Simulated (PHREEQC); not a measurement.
Make-up at 59 °C: 53 mmol/kgw HF, 4.9 mmol/kgw NaF and 4.4 mmol/kgw H2SiF6. It is in equilibrium with CO2 at log p = -3.4 (atm). Otherwise closed; pH follows from the charge balance.

The numbers come from PHREEQC with the ion-association model, wateq4f.dat.

Each row changes one thing in this solution. This is a speciation only: nothing precipitates in the calculation.

```tsv
case	pH	ionic strength (mol/kgw)	HF (mol/kgw)	F- (mol/kgw)	H2F2 (mol/kgw)	HF2- (mol/kgw)	SI of Nahcolite (NaHCO3)	SI of Natron (Na2CO3:10H2O)
as made	2.17	0.0169	0.0500	0.00299	0.00178	0.000660	-11.39	-21.88
H2SiF6 replaced by NH4BF4 at the same molality	2.56	0.0123	0.0457	0.00660	0.00149	…	-11.00	…
HF from 0.053 to 0.0795 mol/kgw	2.11	0.0181	0.0712	0.00370	0.00361	0.00116	-11.46	-22.01
NaF from 0.0049 to 0.0245 mol/kgw	2.80	…	0.0527	0.0141	0.00198	0.00329	-10.08	-19.26
HF left out	2.49	0.0122	0.00777	0.000955	4.30e-5	3.27e-5	-11.07	-21.22
HF replaced by (CH3)4NF at the same molality	4.17	0.0623	0.00713	0.0476	3.66e-5	0.00151	-9.44	-17.98
diluted 5-fold with water	2.64	0.00427	…	0.00162	6.83e-5	7.01e-5	-11.60	-22.28
H2SiF6 from 0.0044 to 0.022 mol/kgw	1.48	…	0.0528	0.000719	0.00201	0.000169	-12.13	-23.36
```

Fill in the missing entries.


- H2SiF6 replaced by NH4BF4 at the same molality, HF2- (mol/kgw): 0.00133
- H2SiF6 replaced by NH4BF4 at the same molality, SI of Natron (Na2CO3:10H2O): -21.09
- NaF from 0.0049 to 0.0245 mol/kgw, ionic strength (mol/kgw): 0.0306
- diluted 5-fold with water, HF (mol/kgw): 0.00981
- H2SiF6 from 0.0044 to 0.022 mol/kgw, ionic strength (mol/kgw): 0.0669

Complexes and solids missing from the database can't appear. Some of these states are supersaturated (in Quartz (slow to form), for instance). Constants without temperature data keep their 25 °C values here. Real BF4- forms and hydrolyses slowly; the run takes it at equilibrium.
